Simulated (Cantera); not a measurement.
A perfectly stirred reactor is fed with C₃H₈ : H₂ = 1 : 2.4 (molar parts), at 0.00918 atm; it is held at 1075 K, and followed from long to short residence time.

Computed with Cantera and GRI-Mech 3.0 (53 species, 325 reactions). GRI-Mech 3.0 was tuned for natural gas; its chemistry of propane as a main component is partial and can be far from experiment. GRI-Mech 3.0 stops at C3 and has no aromatics, soot or wall deposition, so with more carbon than oxygen in the feed, carbon stays in small species such as C2H2 where larger ones or solid carbon would form. Radical loss at walls, strong at low pressure, is not modelled.

Task: Predict: x(C₃H₈) at τ = 0.300 s; x(H₂) at τ = 0.300 s; x(H) at τ = 0.300 s; x(C₂H₆) at τ = 0.300 s; x(CH₃) at τ = 0.300 s; x(C₃H₈) at τ = 5.10 ms; x(H₂) at τ = 5.10 ms; x(H) at τ = 5.10 ms; x(C₂H₆) at τ = 5.10 ms; x(CH₃) at τ = 5.10 ms.

Result: 
```
Quantity                   Value
----------------------  --------
x(C₃H₈) at τ = 0.300 s     0.186
x(H₂) at τ = 0.300 s       0.649
x(H) at τ = 0.300 s      4.76e-6
x(C₂H₆) at τ = 0.300 s   0.00186
x(CH₃) at τ = 0.300 s   0.000206
x(C₃H₈) at τ = 5.10 ms     0.293
x(H₂) at τ = 5.10 ms       0.705
x(H) at τ = 5.10 ms      1.44e-6
x(C₂H₆) at τ = 5.10 ms   1.83e-5
x(CH₃) at τ = 5.10 ms    8.34e-5
```
